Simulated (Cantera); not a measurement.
What does this Cantera script print?

```python
import numpy as np
import cantera as ct

gas_names = """
    C CH CH2 CH3 CH2OH CH3O CH4 CH3OH CO COS CO2 COOH CS CS2 C2 C2H CHCO,ketyl C2H2,acetylene
    C2H2,vinylidene CH2CO,ketene C2H3,vinyl CH3CO,acetyl C2H4 C2H4O,ethylen CH3CHO,ethanal CH3COOH
    (HCOOH)2 C2H5 C2H6 CH3OCH3 C2H5OH C2O C3 C3H3,propargyl C3H4,allene C3H4,propyne C3H4,cyclo-
    C3H5,allyl C3H6,propylene C3H6,cyclo- C3H6O C3H7,n-propyl C3H7,i-propyl C3H8 C3H8O,1propanol
    C3H8O,2propanol C3O2 C4 C4H2 C4H4,1,3-cyclo- C4H6,butadiene C4H6,2-butyne C4H6,cyclo- C4H8,1-butene
    C4H8,cis2-buten C4H8,tr2-butene C4H8,isobutene C4H8,cyclo- (CH3COOH)2 C4H9,n-butyl C4H9,i-butyl
    C4H9,s-butyl C4H9,t-butyl C4H10,isobutane C4H10,n-butane C5 C5H6,1,3cyclo- C5H8,cyclo-
    C5H10,1-pentene C5H10,cyclo- C5H11,pentyl C5H11,t-pentyl C5H12,n-pentane C5H12,i-pentane
    CH3C(CH3)2CH3 C6H2 C6H5,phenyl C6H5O,phenoxy C6H6 C6H5OH,phenol C6H10,cyclo- C6H12,1-hexene
    C6H12,cyclo- C6H13,n-hexyl C7H7,benzyl C7H8 C7H8O,cresol C7H14,1-heptene C7H15,n-heptyl
    C7H16,n-heptane C8H8,styrene C8H10,ethylbenz C8H16,1-octene C8H17,n-octyl C8H18,isooctane
    C8H18,n-octane C9H19,n-nonyl C10H8,naphthale C10H21,n-decyl C12H9,o-bipheny C12H10,bipheny Fe FeC5O5
    FeO Fe(OH)2 H HCO HO2 H2 HCHO,formaldehy HCOOH H2O H2O2 H2S H2SO4 O OH O2 O3 S SH SO SO2 SO3 S2 S2O
    S8
""".split()
cond_names = """
    C(gr) C6H6(L) C7H8(L) C8H18(L),n-octa Fe(a) Fe(c) Fe(d) Fe(L) FeC5O5(L) FeO(s) FeO(L) Fe(OH)2(s)
    Fe(OH)3(s) FeS(a) FeS(b) FeS(c) FeS(L) FeSO4(s) FeS2(s) Fe2O3(s) Fe2S3O12(s) Fe3O4(s) H2O(s) H2O(L)
    H2SO4(L) S(cr1) S(cr2) S(L)
""".split()


def load(file, names, dense=False):
    # The tables refer to 1 bar. Condensed volumes are neglected.
    table = {s.name: s for s in ct.Species.list_from_file(file)}
    out = []
    for n in names:
        d = dict(table[n].input_data)
        d["thermo"] = dict(d["thermo"], **{"reference-pressure": 1e5})
        if dense:
            d["equation-of-state"] = {"model": "constant-volume", "density": "1e6 g/cm^3"}
        out.append(ct.Species.from_dict(d))
    return out


gas = ct.Solution(thermo="ideal-gas", species=load("nasa_gas.yaml", gas_names))
cond = {s.name: ct.Solution(thermo="fixed-stoichiometry", species=[s], name=s.name)
        for s in load("nasa_condensed.yaml", cond_names, dense=True)}
atoms = {
    'FeS': {'Fe': 1, 'S': 1},
    'H2S': {'H': 2, 'S': 1},
    'CO2': {'C': 1, 'O': 2},
}
top_T = {'C(gr)': 4500, 'FeSO4(s)': 950, 'FeS2(s)': 1010, 'Fe2O3(s)': 1830, 'Fe2S3O12(s)': 1100, 'Fe3O4(s)': 1870}  # K; cautious upper limits of use, not melting points


def equilibrate(T, P, feed):
    n = {}
    for name, mol in feed.items():
        for a, k in atoms[name].items():
            n[a] = n.get(a, 0.0) + k * mol
    gas.TPX = T, P, n
    mass = sum(n.values()) * gas.mean_molecular_weight
    gas.equilibrate("TP")
    valid = [c for c in cond.values() if c.min_temp <= T <= top_T.get(c.name, c.max_temp)]
    mix = ct.Mixture([(gas, mass / gas.mean_molecular_weight)] + [(c, 0.0) for c in valid])
    mix.T, mix.P = T, P
    mix.equilibrate("TP", solver="vcs", rtol=1e-11, max_steps=5000)
    return mix


results = []
T = 1375  # K
P = 10000  # Pa
for m in [0.19, 0.28, 0.37, 0.46, 0.55, 0.64, 0.73, 0.82, 0.91, 1, 1.1, 1.2]:
    feed = {'FeS': 1, 'H2S': m, 'CO2': 2.1}  # mol
    mix = equilibrate(T, P, feed)
    results.append((T, P, feed, dict(zip(mix.species_names, mix.species_moles))))

top = {s: max(r[3][s] / sum(r[3][g] for g in gas_names) for r in results) for s in gas_names}
cols = sorted((s for s in top if top[s] > 1e-05), key=lambda s: -top[s])[:5]
seen = [c for c in cond_names if any(r[3].get(c, 0) > 1e-12 for r in results)]
print("log10 of partial pressures in bar; condensed amounts in mol")
print(f"{'n(H2S)':>10s}" + "".join(f"{s[:9]:>10s}" for s in cols + seen))
for T, P, feed, n in results:
    ng = sum(n[g] for g in gas_names)
    print(f"{feed['H2S']:10.4g}" + "".join(f"{np.log10(max(n[s] / ng * P / 1e5, 1e-99)):10.3f}" for s in cols)
          + "".join(f"{n.get(c, 0):10.4g}" for c in seen))
```

It prints:

```
log10 of partial pressures in bar; condensed amounts in mol
    n(H2S)       CO2        CO       H2O        S2        H2    FeS(c)
      0.19    -1.142    -1.846    -2.157    -2.733    -3.177         1
      0.28    -1.180    -1.797    -2.027    -2.468    -2.959         1
      0.37    -1.215    -1.766    -1.941    -2.316    -2.807         1
      0.46    -1.248    -1.743    -1.879    -2.214    -2.689         1
      0.55    -1.280    -1.725    -1.833    -2.141    -2.594         1
      0.64    -1.311    -1.711    -1.798    -2.084    -2.514         1
      0.73    -1.340    -1.700    -1.771    -2.040    -2.446         1
      0.82    -1.369    -1.691    -1.749    -2.004    -2.386         1
      0.91    -1.396    -1.683    -1.731    -1.974    -2.334         1
         1    -1.423    -1.677    -1.717    -1.949    -2.287         1
       1.1    -1.452    -1.672    -1.705    -1.926    -2.240         1
       1.2    -1.481    -1.668    -1.696    -1.906    -2.199         1
```

Method: chemical equilibrium by Gibbs-energy minimisation in Cantera with the NASA 1993 tables (ideal gas, pure condensed phases). FeS: taken at fixed stoichiometry.
